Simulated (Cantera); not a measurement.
Hydrocarbon pyrolysis for carbon deposition

An isothermal, constant-pressure homogeneous reactor starts with C₂H₆ : N₂ = 1 : 1400 (molar parts), at 1950 K and 0.133 bar.

Computed with Cantera and GRI-Mech 3.0 (53 species, 325 reactions). GRI-Mech 3.0 stops at C3 and has no aromatics, soot or wall deposition, so with more carbon than oxygen in the feed, carbon stays in small species such as C2H2 where larger ones or solid carbon would form.

| t (s) | x C₂H₆ | x CH₂ | x C₂H | x H | x H₂ | x CH₄ |
|---|---|---|---|---|---|---|
| 0.000300 | 1.33e-6 | 1.22e-5 | 1.24e-6 | 0.000272 | 0.000405 | 3.92e-5 |
| 0.000823 | 1.14e-7 | 6.00e-6 | 1.84e-6 | 0.000228 | 0.000975 | 5.01e-5 |
| 0.00226 | 5.84e-9 | 1.97e-6 | 1.23e-6 | 0.000159 | 0.00126 | 2.77e-5 |
| 0.00620 | 2.45e-10 | 5.05e-7 | 9.46e-7 | 0.000128 | 0.00134 | 6.85e-6 |
| 0.0170 | 1.41e-12 | 4.97e-8 | 8.89e-7 | 0.000122 | 0.00136 | 4.97e-7 |
| 0.0468 | <1e-12 | 9.86e-9 | 8.95e-7 | 0.000123 | 0.00136 | 3.87e-8 |
| 0.128 | <1e-12 | 5.63e-9 | 9.03e-7 | 0.000124 | 0.00136 | 2.40e-8 |
| 0.352 | <1e-12 | 2.50e-9 | 9.03e-7 | 0.000124 | 0.00136 | 1.15e-8 |
| 0.967 | <1e-12 | 9.60e-10 | 8.86e-7 | 0.000122 | 0.00137 | 4.77e-9 |
| 2.65 | <1e-12 | 3.56e-10 | 8.62e-7 | 0.000118 | 0.00137 | 1.89e-9 |
| 7.29 | <1e-12 | 1.41e-10 | 8.50e-7 | 0.000117 | 0.00137 | 7.72e-10 |
| 20.0 | <1e-12 | 8.12e-11 | 8.50e-7 | 0.000117 | 0.00137 | 4.47e-10 |
x: mole fraction; the columns are a selection and need not sum to one.

Equilibrium at this temperature and pressure: C₂H₆ <1e-12, CH₂ 5.37e-11, C₂H 6.00e-9, H 0.000117, H₂ 0.00137, CH₄ 2.95e-10 (gas phase only).
